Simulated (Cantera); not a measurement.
Feed: 1 mol Fe2O3, 0.75 mol CH4, 0.52 mol N2, equilibrated at 1498 K and 2.00 bar.

Cantera equilibrium calculation (NASA polynomials, part measured and part estimated; ideal gas, pure solids and liquids). Candidate condensed phases: C, C6H6, C7H8, C8H18, Fe, Fe(CO)5, FeO, Fe(OH)2, Fe(OH)3, Fe2O3, Fe3O4, H2O; 140 gas species. Mutual solubility and eutectic melting of coexisting phases are not modelled. The tables' stoichiometric FeO is somewhat more stable than real wüstite, so its field is too wide. FeO: taken at fixed stoichiometry. The numbers say what is thermodynamically allowed, not how fast it happens.

What is the equilibrium state?


- x(H2) = 0.382
- x(CO) = 0.233
- x(N2) = 0.188
- x(H2O) = 0.160
- x(CO2) = 0.0377
- x(NH3) = 1.27e-5
- x(H) = 7.51e-6
- x(Fe(OH)2) = 2.43e-6
- x(CH4) = 1.47e-6
- n(Fe(γ)) = 0.296 mol
- n(FeO(s)) = 1.70 mol
- gas amount = 2.770 mol
- log10 activity of C(graphite) (absent) = -2.71
- log10 activity of Fe(OH)2(s) (absent) = -6.06
- log10 activity of Fe(OH)3(s) (absent) = -11.37
